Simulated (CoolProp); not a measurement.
Vapour-liquid equilibrium of propylene (1) + isobutane (2) at 34.45 °C; x and y are mole fractions of (1).

Model: multi-fluid Helmholtz-energy mixture model, Lemmon 2013 and Bücker 2006; pair parameters Bell 2016, in CoolProp.

```csv
x,bubble pressure (MPa),y at the bubble point,dew pressure at overall composition x (MPa),liquid density (mol/L)
0.05,0.5155,0.140,0.4772,…
0.2,…,…,0.5435,9.668
0.35,0.7476,…,0.6234,10.02
0.5,…,0.681,0.7178,10.41
0.65,0.9957,0.807,…,…
0.8,1.170,0.912,0.9860,…
0.95,1.379,0.984,1.266,11.55
```

Problem. What belongs in the gaps?

Solution. 
- 0.05, liquid density (mol/L): 9.358
- 0.2, bubble pressure (MPa): 0.6433
- 0.2, y at the bubble point: 0.384
- 0.35, y at the bubble point: 0.543
- 0.5, bubble pressure (MPa): 0.8588
- 0.65, dew pressure at overall composition x (MPa): 0.8313
- 0.65, liquid density (mol/L): 10.82
- 0.8, liquid density (mol/L): 11.22

No azeotrope shows between x = 0.05 and 0.95.

The pair parameters rest on a limited set of measurements; away from them the model extrapolates. The gap from Raoult's law changes sign with composition, which may be real or a fault of the pair parameters; it wasn't checked against measurements.
